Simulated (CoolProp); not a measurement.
Vapour-liquid equilibrium of R13 (1) + R11 (2) at 0.224 MPa; x and y are mole fractions of (1).

Values from CoolProp's multi-fluid Helmholtz-energy mixture model, Platzer 1990 and Jacobsen 1992; pair parameters Bell 2016. This equation is an older, rougher fit; its heat capacities, sound speeds and derivatives of the liquid may be far off and weren't checked against measurements.

```
x     bubble temperature (°C)  y at the bubble point  dew temperature at overall composition x (°C)  liquid density (mol/L)
----  -----------------------  ---------------------  ---------------------------------------------  ----------------------
0.05                        ?                  0.732                                           46.4                   11.07
0.15                    -26.3                  0.952                                           42.7                   11.84
0.25                        ?                  0.980                                           38.6                   12.26
0.35                    -47.5                  0.989                                           34.1                   12.58
0.45                    -52.0                  0.992                                              ?                       ?
0.55                    -55.1                  0.994                                           23.3                   13.09
0.65                    -57.6                      ?                                           16.5                   13.31
0.75                    -59.7                  0.997                                            7.9                   13.51
0.85                        ?                  0.998                                           -4.0                   13.70
0.95                    -64.0                  0.999                                          -25.6                   13.87
```

Question: What belongs in the gaps?

Answer: 
- 0.05, bubble temperature (°C): 9.6
- 0.25, bubble temperature (°C): -40.2
- 0.45, dew temperature at overall composition x (°C): 29.1
- 0.45, liquid density (mol/L): 12.85
- 0.65, y at the bubble point: 0.996
- 0.85, bubble temperature (°C): -61.8

No azeotrope shows between x = 0.05 and 0.95.

Pair parameters are fitted to limited data, so mixtures are less certain than the pure fluids. With so large a gap from Raoult's law the liquid may split in two, which this calculation doesn't test in full.
